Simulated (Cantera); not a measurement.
An isothermal, constant-pressure homogeneous reactor starts with C2H4 : H2 = 1 : 3.9 (molar parts), at 1575 K and 0.00158 atm.

Detailed kinetics in Cantera: GRI-Mech 3.0 (53 species, 325 reactions). GRI-Mech 3.0 was tuned for natural gas; its chemistry of ethylene as a main component is partial and can be far from experiment. GRI-Mech 3.0 stops at C3 and has no aromatics, soot or wall deposition, so with more carbon than oxygen in the feed, carbon stays in small species such as C2H2 where larger ones or solid carbon would form. Radical loss at walls, strong at low pressure, is not modelled.

x: mole fraction; the columns are a selection and need not sum to one.

```tsv
t (s)	x C2H4	x H2	x C2H	x C2H6	x CH4	x CH3	x C2H2
1.00e-5	0.204	0.796	<1e-12	<1e-12	<1e-12	<1e-12	1.54e-6
4.61e-5	0.204	0.796	<1e-12	4.18e-12	<1e-12	<1e-12	(withheld)
0.000213	0.204	0.796	<1e-12	7.21e-11	<1e-12	<1e-12	3.27e-5
0.000980	0.204	0.796	<1e-12	7.53e-10	1.15e-11	2.18e-11	0.000151
0.00452	0.203	0.796	<1e-12	4.11e-9	7.37e-10	2.39e-10	0.000695
0.0208	0.200	0.797	1.87e-11	1.55e-8	1.86e-8	1.07e-9	0.00322
0.0960	0.186	0.799	3.89e-10	3.82e-8	2.82e-7	3.09e-9	0.0150
0.443	0.126	0.809	4.38e-9	5.27e-8	2.72e-6	5.94e-9	0.0651
2.04	0.0157	0.828	2.66e-8	1.35e-8	9.47e-6	1.26e-8	0.156
9.41	3.27e-5	0.830	4.06e-7	9.64e-11	1.13e-5	1.89e-7	0.169
43.4	3.10e-5	0.830	5.69e-7	8.98e-11	1.68e-5	3.93e-7	0.169
200	3.10e-5	0.830	5.69e-7	9.46e-11	(withheld)	(withheld)	0.169
```

**Question.** Complete the blanks.

**Answer.** 
- 4.61e-5, x C2H2: 7.09e-6
- 200, x CH4: 4.32e-5
- 200, x CH3: 1.01e-6
